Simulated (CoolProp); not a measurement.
Vapour-liquid equilibrium of toluene (1) + ethylbenzene (2) at 32.25 °C; x and y are mole fractions of (1).

Values from CoolProp's multi-fluid Helmholtz-energy mixture model, Lemmon 2006 and Zhou 2012; pair parameters Bell 2016.

```tsv
x	bubble pressure, mixture model (bar)	bubble pressure, Raoult's law (bar)	y, mixture model	y, Raoult's law
0.05	0.02100	0.02092	0.134	0.131
0.2	0.02619	0.02625	0.411	0.417
0.35	…	0.03158	0.595	0.606
0.5	0.03620	0.03691	…	0.741
0.65	…	0.04224	…	0.841
0.8	0.04706	0.04757	0.921	0.920
0.95	0.05278	0.05290	0.983	0.982
```

### Question
Fill in the missing entries.

### Answer

- 0.35, bubble pressure, mixture model (bar): 0.03115
- 0.5, y, mixture model: 0.732
- 0.65, bubble pressure, mixture model (bar): 0.04149
- 0.65, y, mixture model: 0.838

The largest gap from Raoult's law is -1.9 % in bubble pressure, at x = 0.5. No azeotrope shows between x = 0.05 and 0.95.

The pair parameters rest on a limited set of measurements; away from them the model extrapolates. The gap from Raoult's law changes sign with composition, which may be real or a fault of the pair parameters; it wasn't checked against measurements.
